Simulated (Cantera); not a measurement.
**Thermodynamics of fluorocarbon and chlorocarbon gases, feed CCl₄ + HCl**

A closed system holds: 1 mol CCl₄, 0.015 mol HCl, at 625 °C and 1.00 mbar.

Equilibrium computed with Cantera from the NASA thermochemical tables; the gas is ideal and each condensed phase is pure. Candidate condensed phases: C, C₆H₆, C₇H₈, C₈H₁₈; 91 gas species. Rates play no part.

```
Quantity            Value
--------------  ---------
x(Cl₂)              0.990
x(HCl)            0.00744
x(Cl)             0.00224
x(CCl₄)           2.29e-5
n(C(graphite))  1.000 mol
gas amount      2.017 mol
```
